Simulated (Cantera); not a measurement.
A perfectly stirred reactor is fed with NH3 : H2 = 1 : 2.5 (molar parts), at 975 Torr; it is held at 1598 K, and followed from long to short residence time.

Cantera simulation using the gas-phase N/H chemistry of the illustrative SiF4/NH3 mechanism in the Surface Chemkin manual (1991); the numbers are that mechanism's predictions, not measurements. Walls and surfaces, which speed up NH3 decomposition in real reactors, are not modelled.

### Question
What does this change do: temperature 1598 to 2000 K?

### Answer
```csv
quantity,before,after
x(NH3) at τ = 0.400 s,0.279,0.0331
x(H2) at τ = 0.400 s,0.718,0.868
x(N2H4) at τ = 0.400 s,3.31e-8,6.96e-9
x(NH2) at τ = 0.400 s,2.98e-5,0.000108
x(N2) at τ = 0.400 s,0.00244,0.0981
x(NH3) at τ = 27.0 ms,0.285,0.163
x(H2) at τ = 27.0 ms,0.715,0.789
x(N2H4) at τ = 27.0 ms,3.23e-8,7.30e-8
x(NH2) at τ = 27.0 ms,2.94e-5,0.000349
x(N2) at τ = 27.0 ms,0.000159,0.0476
```
